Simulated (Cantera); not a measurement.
# Catalytic combustion on Pt

An isothermal plug-flow reactor at 600 K and 0.296 atm (inlet), inlet velocity 0.9 m/s, active area per volume 6300 1/m; feed H₂ : O₂ : N₂ = 0.0021 : 0.13 : 0.79 (molar parts).

Computed with Cantera and Deutschmann's 1995 Pt surface mechanism with GRI-Mech 3.0 gas chemistry. Catalytic surfaces can have several steady states; this one follows from the mechanism file's or the stated starting coverage. Mass transfer to the wall is taken as infinitely fast.

```
z (m)        x H₂   x O₂    x H₂O  θ free Pt   θ O*     θ OH*
-------  --------  -----  -------  ---------  -----  --------
0.00015   0.00125  0.141  0.00103     0.0146  0.984   0.00110
0.00032  0.000822  0.140  0.00146    0.00975  0.989  0.000974
0.00068  0.000473  0.140  0.00181    0.00579  0.993  0.000797
0.0015   0.000232  0.140  0.00205    0.00320  0.996  0.000616
0.0032    9.87e-5  0.140  0.00218    0.00196  0.998  0.000492
0.0068    2.92e-5  0.140  0.00225    0.00145  0.998  0.000427
0.015     3.02e-6  0.140  0.00228    0.00129  0.998  0.000404
```
x: gas mole fraction; θ: surface coverage.
